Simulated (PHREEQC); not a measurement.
Make-up at 25 °C: 0.0027 mol/kgw HF, 0.0017 mol/kgw NaF, 0.0087 mol/kgw (NH4)2SiF6 and 0.0019 mol/kgw H2SO4. Closed to the air; pH follows from the charge balance.

All values are PHREEQC results (ion-association model, phreeqc.dat), not measurements.

```json
[
 {"quantity": "pH", "before": "2.60", "after": "3.04"},
 {"quantity": "ionic strength (mol/kgw)", "before": "0.0319", "after": "0.0282"},
 {"quantity": "HF (mol/kgw)", "before": "0.00369", "after": "0.0124"},
 {"quantity": "SO4-2 (mol/kgw)", "before": "0.00150", "after": "0.00135"},
 {"quantity": "F- (mol/kgw)", "before": "0.00117", "after": "0.00297"},
 {"quantity": "HSO4- (mol/kgw)", "before": "0.000226", "after": "0.000394"}
]
```

**Question.** Name the change that produced these shifts.
(A) temperature from 25 to 50 °C
(B) (NH4)2SiF6 left out
(C) H2SO4 replaced by Na2SO4 at the same molality
(D) temperature from 25 to 90 °C
(E) diluted 5-fold with water

**Answer.** D, temperature from 25 to 90 °C

Precipitation was switched off in this run. Some of these states are supersaturated (in Quartz (slow to form), Chalcedony (slow to form), for instance). At this temperature some constants are extrapolated from 25 °C, and those without enthalpy data are left unchanged. SiF6-2 is the database's only silicon fluoride.
